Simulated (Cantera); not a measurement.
Cantera run:

```python
import numpy as np
import cantera as ct

gas_names = """
    AL ALH ALN AL2 H H2 N NH NH2 NH3 N2 N2H2 N2H4
""".split()
cond_names = """
    AL(cr) AL(L) ALN(s)
""".split()


# ... load() reads the species with a 1 bar reference pressure and builds the phases ...
atoms = {
    'Al': {'AL': 1},
    'N2': {'N': 2},
    'H2': {'H': 2},
}
top_T = {'ALN(s)': 2750}  # K; cautious upper limits of use, not melting points


# ... equilibrate(T, P, feed) seeds the gas with the atoms and calls Mixture.equilibrate('TP', solver="vcs", rtol=1e-11, max_steps=5000) ...
results = []
feed = {'Al': 1, 'N2': 34, 'H2': 2}  # mol
for P in [10, 25, 63, 160, 400, 1000, 2500, 6300, 16000, 40000, 100000]:
    for T in [1200, 1275, 1350, 1425, 1500, 1575, 1650, 1725, 1800, 1875]:
        mix = equilibrate(T, P, feed)
        results.append((T, P, feed, dict(zip(mix.species_names, mix.species_moles))))

for T, P, feed, n in results:
    print(f"{T:7g} {P:10.4g}  " + (" + ".join(c for c in cond_names if n.get(c, 0) > 1e-12) or "gas only"))
```

Result:

```
   1200         10  ALN(s)
   1275         10  ALN(s)
   1350         10  ALN(s)
   1425         10  ALN(s)
   1500         10  ALN(s)
   1575         10  ALN(s)
   1650         10  ALN(s)
   1725         10  gas only
   1800         10  gas only
   1875         10  gas only
   1200         25  ALN(s)
   1275         25  ALN(s)
   1350         25  ALN(s)
   1425         25  ALN(s)
   1500         25  ALN(s)
   1575         25  ALN(s)
   1650         25  ALN(s)
   1725         25  ALN(s)
   1800         25  gas only
   1875         25  gas only
   1200         63  ALN(s)
   1275         63  ALN(s)
   1350         63  ALN(s)
   1425         63  ALN(s)
   1500         63  ALN(s)
   1575         63  ALN(s)
   1650         63  ALN(s)
   1725         63  ALN(s)
   1800         63  ALN(s)
   1875         63  gas only
   1200        160  ALN(s)
   1275        160  ALN(s)
   1350        160  ALN(s)
   1425        160  ALN(s)
   1500        160  ALN(s)
   1575        160  ALN(s)
   1650        160  ALN(s)
   1725        160  ALN(s)
   1800        160  ALN(s)
   1875        160  ALN(s)
   1200        400  ALN(s)
   1275        400  ALN(s)
   1350        400  ALN(s)
   1425        400  ALN(s)
   1500        400  ALN(s)
   1575        400  ALN(s)
   1650        400  ALN(s)
   1725        400  ALN(s)
   1800        400  ALN(s)
   1875        400  ALN(s)
   1200       1000  ALN(s)
   1275       1000  ALN(s)
   1350       1000  ALN(s)
   1425       1000  ALN(s)
   1500       1000  ALN(s)
   1575       1000  ALN(s)
   1650       1000  ALN(s)
   1725       1000  ALN(s)
   1800       1000  ALN(s)
   1875       1000  ALN(s)
   1200       2500  ALN(s)
   1275       2500  ALN(s)
   1350       2500  ALN(s)
   1425       2500  ALN(s)
   1500       2500  ALN(s)
   1575       2500  ALN(s)
   1650       2500  ALN(s)
   1725       2500  ALN(s)
   1800       2500  ALN(s)
   1875       2500  ALN(s)
   1200       6300  ALN(s)
   1275       6300  ALN(s)
   1350       6300  ALN(s)
   1425       6300  ALN(s)
   1500       6300  ALN(s)
   1575       6300  ALN(s)
   1650       6300  ALN(s)
   1725       6300  ALN(s)
   1800       6300  ALN(s)
   1875       6300  ALN(s)
   1200    1.6e+04  ALN(s)
   1275    1.6e+04  ALN(s)
   1350    1.6e+04  ALN(s)
   1425    1.6e+04  ALN(s)
   1500    1.6e+04  ALN(s)
   1575    1.6e+04  ALN(s)
   1650    1.6e+04  ALN(s)
   1725    1.6e+04  ALN(s)
   1800    1.6e+04  ALN(s)
   1875    1.6e+04  ALN(s)
   1200      4e+04  ALN(s)
   1275      4e+04  ALN(s)
   1350      4e+04  ALN(s)
   1425      4e+04  ALN(s)
   1500      4e+04  ALN(s)
   1575      4e+04  ALN(s)
   1650      4e+04  ALN(s)
   1725      4e+04  ALN(s)
   1800      4e+04  ALN(s)
   1875      4e+04  ALN(s)
   1200      1e+05  ALN(s)
   1275      1e+05  ALN(s)
   1350      1e+05  ALN(s)
   1425      1e+05  ALN(s)
   1500      1e+05  ALN(s)
   1575      1e+05  ALN(s)
   1650      1e+05  ALN(s)
   1725      1e+05  ALN(s)
   1800      1e+05  ALN(s)
   1875      1e+05  ALN(s)
```

These are equilibrium values from Cantera (NASA tables, ideal gas, pure condensed phases), not measurements of a reactor.
